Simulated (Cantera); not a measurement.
Feed: 1 mol B₂O₃, 3.3 mol HF, 5.2 mol N₂, 37 mol Cl₂, equilibrated at 1398.15 K and 10000 Pa.

Method: chemical equilibrium by Gibbs-energy minimisation in Cantera with the NASA 1993 tables (ideal gas, pure condensed phases). Candidate condensed phases: B, BN, B₂O₃, B₃O₃H₃, H₂O, NH₄Cl; 75 gas species. The tables' values for BOCl are old estimates; treat these amounts as uncertain. Equilibrium is a limit: real reactors are often held back by kinetics, nucleation or transport.

Base state: Cl₂ 0.694, N₂ 0.107, Cl 0.0738, HCl 0.0668, BOF 0.0249, O₂ 0.0168, BF₃ 0.0130, HF 0.00131 (mole fractions); condensed: gas only.

Question: What changes in the equilibrium state with this change: Cl₂ from 37 to 0.54 mol?

Answer: 
```csv
species,before,after
N₂,0.107,0.559
HF,0.00131,0.127
HCl,0.0668,0.113
Cl₂,0.694,0.000555
H₂O,1.17e-5,0.0540
Cl,0.0738,0.00209
BF₃,0.0130,0.0520
BOF,0.0249,0.0490
O₂,0.0168,0.0281
BCl₃,0.000150,3.18e-9
B₃O₃Cl₃,2.56e-5,1.04e-9
(HBO₂)₃,<1e-9,2.42e-5
"B₂O₃(l), mol",0,0.393
```
Gases not in the tables: H₃BO₃.
